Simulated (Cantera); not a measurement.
Feed: 1 mol SiH4, 0.21 mol HCl, 15 mol H2, equilibrated at 0.670 bar.

These are equilibrium values from Cantera (NASA tables, ideal gas, pure condensed phases), not measurements of a reactor. Candidate condensed phases: Si; 19 gas species. The tables' values for SiCl3 are old estimates; treat these amounts as uncertain. Kinetics and transport are ignored. All values below are at 1175 °C.

Base state: H2 0.988, HCl 0.0113, SiCl2 0.000397, SiH2Cl2 1.36e-5, SiCl3 1.30e-5, SiHCl3 1.17e-5, H 1.12e-5 (mole fractions); condensed: Si(s).

Problem. What changes in the equilibrium state with this change: H2 from 15 to 3.4 mol?

Solution. 
```csv
species,before,after
H2,0.988,0.967
HCl,0.0113,0.0298
SiCl2,0.000397,0.00284
SiCl4,1.57e-6,8.00e-5
SiCl3,1.30e-5,0.000248
SiHCl3,1.17e-5,0.000222
SiH2Cl2,1.36e-5,9.49e-5
"Si(s), mol",0.992,0.980
```
